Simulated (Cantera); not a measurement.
Feed: 1 mol Si₃N₄, 12 mol F₂, 23 mol N₂, equilibrated at 1500 K and 4.40 Pa.

These are equilibrium values from Cantera (NASA tables, ideal gas, pure condensed phases), not measurements of a reactor. Candidate condensed phases: Si, Si₃N₄; 16 gas species. The numbers say what is thermodynamically allowed, not how fast it happens.

**Question.** What is the equilibrium state?

**Answer.** 
```
Item                                 Result
--------------------------------  ---------
x(N₂)                                 0.625
x(F)                                  0.300
x(SiF₄)                              0.0750
gas amount                        40.00 mol
log10 activity of Si(s) (absent)     -32.95
```
